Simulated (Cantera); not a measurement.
A diamond (100) surface in a fixed gas of H2 with x(CH4) = 0.0055, x(CH3) = 1.1e-05, at 1025 K, 11000 Pa; coverages are run to steady state.

Detailed kinetics in Cantera: the Harris–Goodwin 1993 mechanism for the reconstructed diamond (100) surface.

One state of this run: growth (µm/h) = 0.335; θ c6HH = 0.589; θ c6H* = 0.0192; θ c6*H = 0.367; θ c6** = 0.00730; θ c6HM = 0.0126. θ: site fractions in the mechanism's names (c6HH fully hydrogenated, c6H* and c6*H radical sites, c6** diradical, c6HM methylated).

Task: Which value of x(H) does it belong to?
(A) 0.0002
(B) 0.0073
(C) 0.00042
(D) 0.03

Result: A, 0.0002
